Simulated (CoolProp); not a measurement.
R1336mzz(Z) at 370.38 K and 0.213 MPa is compressed adiabatically to 1.47 MPa with isentropic efficiency 0.75. Each further row changes one setting.

Values from CoolProp's reference Helmholtz-energy equation of state, McLinden 2020.

```csv
case,work (kJ/kg),final temperature (K),final density (kg/m³)
as stated,44.5,[?],[?]
efficiency 1,33.4,422.1,[?]
efficiency 0.65,51.3,436.4,[?]
```

Problem. Complete the blanks.

Solution. 
- as stated, final temperature (K): 430.9
- as stated, final density (kg/m³): 88.9
- efficiency 1, final density (kg/m³): 94.3
- efficiency 0.65, final density (kg/m³): 86.1
